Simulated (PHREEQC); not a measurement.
Dissolve 0.0059 mol Na2SeO3 per kg of water at 20 °C. Closed to the air; pH follows from the charge balance.

The numbers come from PHREEQC with the ion-association model, wateq4f.dat.

No solid was allowed to form.

Predict the pH.

pH 10.10.

In which forms is Se present?

SeO3-2 98 %, HSeO3- 1.7 % of the Se.

Species that the database lacks are ignored.
